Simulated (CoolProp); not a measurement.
Vapour-liquid equilibrium of n-octane (1) + p-xylene (2) at 94.25 °C; x and y are mole fractions of (1).

Computed with CoolProp (multi-fluid Helmholtz-energy mixture model, Beckmüller 2019 and Zhou 2012; pair parameters Bell 2016).

| x | bubble pressure, mixture model (MPa) | bubble pressure, Raoult's law (MPa) | y, mixture model | y, Raoult's law |
|---|---|---|---|---|
| 0.05 | … | 0.02696 | 0.090 | 0.072 |
| 0.15 | 0.02961 | 0.02820 | 0.236 | 0.206 |
| 0.25 | 0.03133 | 0.02944 | 0.354 | 0.329 |
| 0.35 | 0.03278 | 0.03068 | 0.455 | 0.442 |
| 0.45 | 0.03404 | 0.03191 | 0.545 | 0.546 |
| 0.55 | … | 0.03315 | 0.630 | 0.642 |
| 0.65 | 0.03610 | 0.03439 | … | 0.732 |
| 0.75 | 0.03696 | 0.03563 | 0.793 | 0.815 |
| 0.85 | … | 0.03686 | 0.875 | 0.893 |
| 0.95 | 0.03841 | 0.03810 | … | 0.965 |

Problem. Some entries are withheld; supply them.

Solution. 
- 0.05, bubble pressure, mixture model (MPa): 0.02755
- 0.55, bubble pressure, mixture model (MPa): 0.03513
- 0.65, y, mixture model: 0.712
- 0.85, bubble pressure, mixture model (MPa): 0.03773
- 0.95, y, mixture model: 0.958

The largest gap from Raoult's law is +6.8 % in bubble pressure, at x = 0.35. No azeotrope shows between x = 0.05 and 0.95.

Pair parameters are fitted to limited data, so mixtures are less certain than the pure fluids.
